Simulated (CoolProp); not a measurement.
R13 along the isotherm 219 K: Z from the reference equation and from simpler models built on Tc = 303.0 K, pc = 3.973 MPa, ω = 0.175; each cubic takes its own stable root.

Computed with CoolProp (reference Helmholtz-energy equation of state, Platzer 1990). This equation is an older, rougher fit; its heat capacities, sound speeds and derivatives of the liquid may be far off and weren't checked against measurements.

| p (MPa) | phase | reference |
|---|---|---|
| 3.97 | liquid | 0.1595 |
| 7.95 | liquid | 0.3155 |
| 11.9 | liquid | 0.4672 |
| 15.9 | liquid | 0.6183 |
| 19.9 | liquid | 0.7670 |
| 23.8 | liquid | 0.9101 |
| 27.8 | liquid | 1.055 |
| 31.8 | liquid | 1.198 |
| 35.8 | liquid | 1.340 |
| 39.7 | liquid | 1.477 |

**Question.** How far does each simpler model (van der Waals, Redlich-Kwong, Soave-Redlich-Kwong, Peng-Robinson) lie from the reference over these 10 states: mean and median of the absolute difference, and the worst?

**Answer.** 
- van der Waals: mean 43.4 %, median 42.4 %, worst +49.7 % at 219 K and 3.97 MPa
- Redlich-Kwong: mean 2.4 %, median 2.1 %, worst +5.0 % at 219 K and 3.97 MPa
- Soave-Redlich-Kwong: mean 1.0 %, median 0.8 %, worst +2.6 % at 219 K and 3.97 MPa
- Peng-Robinson: mean 10.1 %, median 10.2 %, worst -10.5 % at 219 K and 39.7 MPa
